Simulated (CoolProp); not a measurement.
The fluid at 336.38 K and 4.18 MPa (liquid) is heated at constant pressure to 356.1 K. The same conditions are run with several fluids, on thermodynamics alone (safety and materials aside).

The numbers come from the reference Helmholtz-energy equation of state of each fluid (R245ca: Zhou 2016; fluoroethane (R161): Wu 2012; the fluoroketone C6F12O (FK-5-1-12): McLinden 2015; cyclohexane: Zhou 2014; decamethylcyclopentasiloxane (D5): Thol 2019) in CoolProp.

```json
[
 {"fluid": "R245ca", "heat (kJ/kg)": "28.6", "final density (kg/m³)": "1250"},
 {"fluid": "fluoroethane (R161)", "heat (kJ/kg)": "55.0", "final density (kg/m³)": "553"},
 {"fluid": "the fluoroketone C6F12O (FK-5-1-12)", "heat (kJ/kg)": "22.3", "final density (kg/m³)": "1450"},
 {"fluid": "cyclohexane", "heat (kJ/kg)": "41.0", "final density (kg/m³)": "723"},
 {"fluid": "decamethylcyclopentasiloxane (D5)", "heat (kJ/kg)": "34.8", "final density (kg/m³)": "900"}
]
```
